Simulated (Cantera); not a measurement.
Charge: 1 mol Al2O3, 2500 mol H2, 38 mol N2, at 1448.15 K and 1 atm.

Method: chemical equilibrium by Gibbs-energy minimisation in Cantera with the NASA 1993 tables (ideal gas, pure condensed phases). Candidate condensed phases: Al, AlN, Al2O3, H2O; 35 gas species. Mutual solubility and eutectic melting of coexisting phases are not modelled. Equilibrium is a limit: real reactors are often held back by kinetics, nucleation or transport.

### Question
What is the equilibrium state?

### Answer
| Item | Value |
|---|---|
| x(H2) | 0.985 |
| x(N2) | 0.0150 |
| x(H) | 9.11e-6 |
| x(NH3) | 8.82e-6 |
| x(H2O) | 4.59e-6 |
| n(AlN(s)) | 0.00776 mol |
| n(Al2O3(s)) | 0.996 mol |
| gas amount | 2538 mol |
| log10 activity of Al(l) (absent) | -4.83 |
